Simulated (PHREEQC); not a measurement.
Consider water at 15 °C with 0.053 mol/kgw HNO3 and 0.235 mol/kgw AlCl3. Closed to the air; pH follows from the charge balance.

Model: ion-association model, phreeqc.dat, run in PHREEQC.

Precipitation was switched off in this run.

Q: Estimate the pH, activity of water.

A: pH 1.41; activity of water 0.982.

Ionic strength above about 0.7 mol/kgw puts this run outside the model's range. Species that the database lacks are ignored.
